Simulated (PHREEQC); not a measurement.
# Alkaline etch or developer: speciation

A solution holds 0.062 mol NH3, 0.00019 mol H3BO3 and 0.21 mol K3PO4 per kg of water, at 25 °C. Closed to the air; pH follows from the charge balance.

The numbers come from PHREEQC with the ion-association model, phreeqc.dat.

The pH is 12.09 and the ionic strength is 1.21 mol/kgw. The activity of water is 0.984 and the density comes out as 1.038 g/cm³. The total alkalinity is 482 meq/kg.

```csv
species,molality,activity,log γ
K+,0.627,0.369,-0.230
PO4-3,0.188,0.00162,-2.065
NH3,0.0618,0.0816,0.121
OH-,0.0217,0.0123,-0.248
HPO4-2,0.0184,0.00292,-0.800
KHPO4-,0.00326,0.00210,-0.190
NH4+,0.000229,0.000116,-0.295
H2BO3-,0.000190,0.000157,-0.082
H3BO3,1.68e-7,2.22e-7,0.121
H2PO4-,5.92e-8,3.82e-8,-0.190
```

Precipitation was switched off in this run. Caution: at this ionic strength the ion-association model is outside its range; a Pitzer model would be the better tool where its parameters exist.
